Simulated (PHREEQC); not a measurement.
# Acid rinse or clean: an equilibrium model

Consider water at 25 °C with 0.0029 mol/kgw HCl, 0.023 mol/kgw AlCl3 and 3.2e-05 mol/kgw CuCl2. Closed to the air; pH follows from the charge balance.

Model: ion-association model, phreeqc.dat, run in PHREEQC.

Precipitation was switched off in this run.

**Question.** Estimate the pH, specific conductance.

**Answer.** pH 2.62; specific conductance 7620 µS/cm.

**Question.** In which forms is Cu present?

**Answer.** Cu+2 93 %, CuCl+ 6.5 % of the Cu.

Complexes and solids missing from the database can't appear.
